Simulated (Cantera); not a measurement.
**Thermodynamics of silicon etching in halogen gases, feed Si + Cl₂ + H₂**

Input: 1 mol Si, a varied amount of Cl₂, 0.14 mol H₂, at 475 K and 0.133 bar.

Equilibrium computed with Cantera from the NASA thermochemical tables; the gas is ideal and each condensed phase is pure. Candidate condensed phases: Si; 19 gas species. Kinetics and transport are ignored.

From 0.69 mol Cl₂ to 1.8 mol Cl₂ the condensed part is Si(s). From 2.2 mol Cl₂ to 6.8 mol Cl₂ nothing is condensed. The main Si-bearing gas is SiCl₄ throughout.

```json
[
 {"n(Cl₂) (mol)": "0.69", "x SiCl₄": "0.659", "x Cl₂": "<1e-12", "x H₂": "0.249", "x HCl": "1.14e-6", "x SiHCl₃": "0.0921", "n Si(s)": "0.644"},
 {"n(Cl₂) (mol)": "0.84", "x SiCl₄": "0.700", "x Cl₂": "<1e-12", "x H₂": "0.211", "x HCl": "1.07e-6", "x SiHCl₃": "0.0888", "n Si(s)": "0.568"},
 {"n(Cl₂) (mol)": "1", "x SiCl₄": "0.734", "x Cl₂": "<1e-12", "x H₂": "0.181", "x HCl": "1.00e-6", "x SiHCl₃": "0.0851", "n Si(s)": "0.487"},
 {"n(Cl₂) (mol)": "1.2", "x SiCl₄": "0.767", "x Cl₂": "<1e-12", "x H₂": "0.152", "x HCl": "9.29e-7", "x SiHCl₃": "0.0808", "n Si(s)": "0.385"},
 {"n(Cl₂) (mol)": "1.5", "x SiCl₄": "0.802", "x Cl₂": "<1e-12", "x H₂": "0.123", "x HCl": "8.43e-7", "x SiHCl₃": "0.0750", "n Si(s)": "0.234"},
 {"n(Cl₂) (mol)": "1.8", "x SiCl₄": "0.828", "x Cl₂": "<1e-12", "x H₂": "0.102", "x HCl": "7.74e-7", "x SiHCl₃": "0.0700", "n Si(s)": "0.0820"},
 {"n(Cl₂) (mol)": "2.2", "x SiCl₄": "0.746", "x Cl₂": "0.0448", "x H₂": "<1e-12", "x HCl": "0.209", "x SiHCl₃": "<1e-12", "n Si(s)": "0"},
 {"n(Cl₂) (mol)": "2.6", "x SiCl₄": "0.575", "x Cl₂": "0.264", "x H₂": "<1e-12", "x HCl": "0.161", "x SiHCl₃": "<1e-12", "n Si(s)": "0"},
 {"n(Cl₂) (mol)": "3.2", "x SiCl₄": "0.427", "x Cl₂": "0.453", "x H₂": "<1e-12", "x HCl": "0.120", "x SiHCl₃": "<1e-12", "n Si(s)": "0"},
 {"n(Cl₂) (mol)": "3.8", "x SiCl₄": "0.340", "x Cl₂": "0.565", "x H₂": "<1e-12", "x HCl": "0.0952", "x SiHCl₃": "<1e-12", "n Si(s)": "0"},
 {"n(Cl₂) (mol)": "4.6", "x SiCl₄": "0.267", "x Cl₂": "0.658", "x H₂": "<1e-12", "x HCl": "0.0749", "x SiHCl₃": "<1e-12", "n Si(s)": "0"},
 {"n(Cl₂) (mol)": "5.6", "x SiCl₄": "0.211", "x Cl₂": "0.730", "x H₂": "<1e-12", "x HCl": "0.0591", "x SiHCl₃": "<1e-12", "n Si(s)": "0"},
 {"n(Cl₂) (mol)": "6.8", "x SiCl₄": "0.168", "x Cl₂": "0.785", "x H₂": "<1e-12", "x HCl": "0.0471", "x SiHCl₃": "<1e-12", "n Si(s)": "0"}
]
```
x: gas mole fraction; n: condensed amount in mol.
